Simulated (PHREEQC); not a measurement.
# Acid mine or pickling water: speciation

Synthetic water in mg/L, 25 °C, pH 2.73, pe 12: Na 1800; K 785; Ca 15.8; Mg 268; Cl 644; S(6) as SO4 5340; Cu(2) 108.

Valence states are taken as typed.

Model: ion-association model, phreeqc.dat, run in PHREEQC.

Each row changes one thing in this solution. Precipitation was switched off in this run.

```tsv
case	ionic strength (mol/kgw)	Na+ (mol/kgw)	SO4-2 (mol/kgw)	K+ (mol/kgw)	MgSO4 (mol/kgw)	Mg+2 (mol/kgw)	SI of Gypsum (CaSO4:2H2O)	SI of Halite (NaCl)
as made	0.154	0.0742	0.0399	0.0186	0.00572	0.00540	-1.42	-4.69
S(6) from 5340 to 16000 mg/L	0.349	0.0685	0.138	0.0169	0.00769	0.00355	-1.26	-4.78
all concentrations times 2 at the same typed pH	0.296	0.145	0.0753	0.0363	0.0127	0.00971	-1.06	-4.14
temperature from 25 to 75 °C at the same typed pH	0.137	0.0743	0.0320	0.0178	0.00770	0.00343	-1.44	-4.74
```

Complexes and solids missing from the database can't appear. Away from 25 °C the constants follow the database's enthalpies or fits; those with neither stay at their 25 °C values.
